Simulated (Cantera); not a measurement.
## Ammonia decomposition in nitride growth gas

A perfectly stirred reactor is fed with NH₃ : H₂ = 1 : 0.86 (molar parts), at 100000 Pa; it is held at 1675 K, and followed from long to short residence time.

Cantera simulation using the gas-phase N/H chemistry of the illustrative SiF4/NH3 mechanism in the Surface Chemkin manual (1991); the numbers are that mechanism's predictions, not measurements. Walls and surfaces, which speed up NH3 decomposition in real reactors, are not modelled.

```csv
τ (s),x NH₃,x H₂,x N₂,x NH₂,x N,x N₂H₄,x NH
5.3,0.226,0.673,0.101,5.60e-5,1.17e-8,3.48e-8,3.42e-7
1.5,0.360,0.582,0.0578,8.11e-5,1.37e-8,7.30e-8,4.47e-7
0.41,0.467,0.510,0.0230,9.89e-5,1.45e-8,1.09e-7,5.09e-7
0.11,0.516,0.477,0.00704,0.000106,1.46e-8,1.25e-7,5.31e-7
0.031,0.531,0.467,0.00202,0.000108,1.43e-8,1.29e-7,5.28e-7
0.0086,0.536,0.463,0.000527,0.000105,1.30e-8,1.22e-7,4.98e-7
0.0024,0.537,0.463,0.000112,9.36e-5,9.24e-9,9.73e-8,3.96e-7
0.00066,0.538,0.462,1.12e-5,6.07e-5,2.58e-9,4.09e-8,1.68e-7
0.00018,0.538,0.462,2.66e-7,2.14e-5,1.16e-10,5.08e-9,2.11e-8
```
x: mole fraction; the columns are a selection and need not sum to one.
